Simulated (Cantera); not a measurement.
Charge: 1 mol CH2F2, 0.11 mol CH4, equilibrated at 9.20 mbar.

Method: chemical equilibrium by Gibbs-energy minimisation in Cantera with the NASA 1993 tables (ideal gas, pure condensed phases). Candidate condensed phases: C, C6H6, C7H8, C8H18; 95 gas species. The numbers say what is thermodynamically allowed, not how fast it happens. All values below are at 1250 K.

Base state: HF 0.901, H2 0.0991 (mole fractions); condensed: C(graphite).

Problem. What changes in the equilibrium state with this change: CH4 from 0.11 to 1 mol?

Solution. 
| species | before | after |
|---|---|---|
| HF | 0.901 | 0.500 |
| H2 | 0.0991 | 0.500 |
| CH4 | 9.93e-7 | 2.53e-5 |
| C(graphite), mol | 1.11 | 2.00 |

Problem. What changes in the equilibrium state with this change: CH2F2 replaced by CH3F?

Solution. 
```json
[
 {"species": "H2", "before": "0.0991", "after": "0.550"},
 {"species": "HF", "before": "0.901", "after": "0.450"},
 {"species": "CH4", "before": "9.93e-7", "after": "3.05e-5"},
 {"species": "C(graphite), mol", "before": "1.11", "after": "1.11"}
]
```
